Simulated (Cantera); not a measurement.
A closed system holds: 1 mol trisilylamine, 7.6 mol N2, at 1948.15 K and 1.00 bar.

These are equilibrium values from Cantera (NASA tables, ideal gas, pure condensed phases), not measurements of a reactor. Candidate condensed phases: Si, Si3N4; 18 gas species. The feed counts by its element totals alone. Equilibrium is a limit: real reactors are often held back by kinetics, nucleation or transport.

Problem. What is the equilibrium state?

Solution. 
```
Item                                 Result
--------------------------------  ---------
x(N2)                                 0.575
x(H2)                                 0.424
x(H)                               0.000737
x(SiH2)                             9.05e-6
x(Si)                               6.34e-6
x(NH3)                              4.60e-6
x(SiH)                              3.17e-6
x(SiN)                              1.42e-6
n(Si3N4(s))                       1.000 mol
gas amount                        10.60 mol
log10 activity of Si(l) (absent)      -0.57
```
